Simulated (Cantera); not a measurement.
Ammonia decomposition in nitride growth gas

An isothermal, constant-pressure homogeneous reactor starts with 23.3 % NH3, 76.7 % N2, at 1973 K and 1.97 atm.

Computed with Cantera and the gas-phase N/H chemistry of the illustrative SiF4/NH3 mechanism in the Surface Chemkin manual (1991). Walls and surfaces, which speed up NH3 decomposition in real reactors, are not modelled.

```json
[
 {"t (s)": "2.00e-5", "x NH3": "0.232", "x N2": "0.767", "x N2H4": "2.38e-8", "x H2": "7.49e-5", "x N": "8.10e-10"},
 {"t (s)": "5.70e-5", "x NH3": "0.232", "x N2": "0.767", "x N2H4": "1.55e-7", "x H2": "0.000263", "x N": "5.11e-9"},
 {"t (s)": "0.000162", "x NH3": "0.231", "x N2": "0.767", "x N2H4": "3.79e-7", "x H2": "0.00125", "x N": "1.87e-8"},
 {"t (s)": "0.000462", "x NH3": "0.228", "x N2": "0.766", "x N2H4": "3.66e-7", "x H2": "0.00463", "x N": "5.27e-8"},
 {"t (s)": "0.00132", "x NH3": "0.221", "x N2": "0.765", "x N2H4": "3.00e-7", "x H2": "0.0140", "x N": "1.45e-7"},
 {"t (s)": "0.00375", "x NH3": "0.201", "x N2": "0.760", "x N2H4": "2.17e-7", "x H2": "0.0383", "x N": "3.17e-7"},
 {"t (s)": "0.0107", "x NH3": "0.156", "x N2": "0.751", "x N2H4": "1.32e-7", "x H2": "0.0933", "x N": "4.81e-7"},
 {"t (s)": "0.0304", "x NH3": "0.0823", "x N2": "0.735", "x N2H4": "4.97e-8", "x H2": "0.183", "x N": "5.38e-7"},
 {"t (s)": "0.0866", "x NH3": "0.0210", "x N2": "0.721", "x N2H4": "6.31e-9", "x H2": "0.257", "x N": "4.20e-7"},
 {"t (s)": "0.247", "x NH3": "0.00299", "x N2": "0.717", "x N2H4": "2.38e-10", "x H2": "0.279", "x N": "1.59e-7"},
 {"t (s)": "0.702", "x NH3": "0.000608", "x N2": "0.717", "x N2H4": "1.14e-11", "x H2": "0.282", "x N": "4.03e-8"},
 {"t (s)": "2.00", "x NH3": "0.000177", "x N2": "0.717", "x N2H4": "<1e-12", "x H2": "0.282", "x N": "1.20e-8"}
]
```
x: mole fraction; the columns are a selection and need not sum to one.

Equilibrium at this temperature and pressure: NH3 5.33e-6, N2 0.717, N2H4 <1e-12, H2 0.283, N 3.62e-10 (gas phase only).
